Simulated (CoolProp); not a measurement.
Vapour pressure (bar) of normal hydrogen: the reference equation beside estimates from Tc = 33.1 K, pc = 12.96 bar, ω = -0.219.

Values from CoolProp's reference Helmholtz-energy equation of state, Leachman 2009.

```tsv
T (K)	reference	van der Waals	Soave-Redlich-Kwong	Peng-Robinson
19	0.6601	0.8611	0.6069	0.6567
20.5	1.053	1.339	1.007	1.068
21.9	1.550	1.923	1.522	1.590
23.4	2.248	2.714	2.249	2.321
24.9	3.143	3.692	3.184	3.253
26.4	4.262	4.870	4.348	4.409
27.8	5.535	6.163	5.661	5.710
29.3	7.172	7.766	7.329	7.362
30.8	9.129	9.603	9.286	9.303
32.2	11.29	11.54	11.39	11.39
```

Absolute difference from the reference over all 10 rows, mean and median: van der Waals 16.1 and 15.9 %, Soave-Redlich-Kwong 2.5 and 1.9 %, Peng-Robinson 2.3 and 2.6 %.
